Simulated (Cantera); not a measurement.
Charge: 1 mol (CH3)2SiCl2, 1.7 mol H2, equilibrated at 5900 Pa.

Cantera equilibrium calculation (NASA polynomials, part measured and part estimated; ideal gas, pure solids and liquids). Candidate condensed phases: C, C6H6, C7H8, C8H18, Si, SiC; 109 gas species. The feed counts by its element totals alone. The tables' values for SiCl3, SiCl are old estimates; treat these amounts as uncertain. Gases not in the tables: Si2H6 and higher silanes. Kinetics and transport are ignored.

log p: log10 of the partial pressure in bar; n: condensed amount in mol.

```
T (°C)  log p H2  log p HCl  log p SiCl4  log p SiCl2  log p H  log p CH4  n C(graphite)  n SiC(s)
------  --------  ---------  -----------  -----------  -------  ---------  -------------  --------
627        -1.31      -2.36        -2.35        -7.11   -10.59      -3.12           1.34     0.593
727        -1.33      -2.10        -2.47        -6.04    -9.31      -3.67           1.30     0.679
827        -1.35      -1.91        -2.66        -5.22    -8.26      -4.15           1.21     0.782
927        -1.38      -1.79        -2.95        -4.60    -7.40      -4.57           1.12     0.878
1027       -1.40      -1.73            …            …        …          …           1.06     0.940
1127       -1.41      -1.71        -3.84        -3.85    -6.02      -5.18           1.04     0.964
1227       -1.41      -1.70        -4.32        -3.62    -5.46      -5.41           1.03     0.966
1327       -1.41      -1.70        -4.77        -3.44    -4.97      -5.61           1.04     0.958
1427       -1.41      -1.71        -5.19        -3.28    -4.54      -5.78           1.05     0.945
1527       -1.41      -1.72        -5.57        -3.15    -4.15      -5.93           1.07     0.929
1627       -1.41      -1.73        -5.92        -3.05    -3.80      -6.07           1.09     0.910
1727       -1.41      -1.74        -6.24        -2.95    -3.49      -6.19           1.11     0.889
1827       -1.41      -1.75            …            …        …          …           1.12     0.866
1927       -1.41      -1.77        -6.84        -2.82    -2.95      -6.40           1.14     0.840
```

### Question
What belongs in the gaps?

### Answer

- 1827, log p SiCl4: -6.55
- 1827, log p SiCl2: -2.88
- 1827, log p H: -3.21
- 1827, log p CH4: -6.30
- 1027, log p SiCl4: -3.36
- 1027, log p SiCl2: -4.16
- 1027, log p H: -6.66
- 1027, log p CH4: -4.91
